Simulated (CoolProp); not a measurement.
500 sccm (0 °C, 1 atm) of nitrogen bubbles through liquid octamethylcyclotetrasiloxane (D4) at 364.5 K and leaves saturated at a total pressure of 0.131 MPa (ideal gas phase). Each further row changes one setting.

The numbers come from the reference Helmholtz-energy equation of state, Thol 2015 in CoolProp.

```tsv
case	vapour pressure (kPa)	mole fraction of vapour	delivery (mg/min)	delivery (sccm)	change of delivery for a bath 1 K warmer (%)
as stated	6.05	0.0462	320	24.2	?
bath temperature 369.5 K	?	?	?	30.4	4.6
total pressure 0.262 MPa	6.05	?	?	11.8	4.6
```

Question: Some entries are withheld; supply them.

Answer: 
- as stated, change of delivery for a bath 1 K warmer (%): 4.7
- bath temperature 369.5 K, vapour pressure (kPa): 7.51
- bath temperature 369.5 K, mole fraction of vapour: 0.0573
- bath temperature 369.5 K, delivery (mg/min): 402
- total pressure 0.262 MPa, mole fraction of vapour: 0.0231
- total pressure 0.262 MPa, delivery (mg/min): 156
